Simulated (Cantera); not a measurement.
A closed system holds: 1 mol SiCl4, 0.2 mol N2O, 2.4 mol H2, 7.4 mol O2, held at 1.50 mbar.

These are equilibrium values from Cantera (NASA tables, ideal gas, pure condensed phases), not measurements of a reactor. Candidate condensed phases: H2O, NH4Cl, Si, SiO2, Si2N2O, Si3N4; 47 gas species. Kinetics and transport are ignored.

Question: At 950 K, list the 5 most abundant gas species with their mole fractions, and the condensed phases.

Answer: O2 0.573, HCl 0.322, H2O 0.0617, Cl2 0.0242, N2 0.0186. Condensed: SiO2(β-quartz).
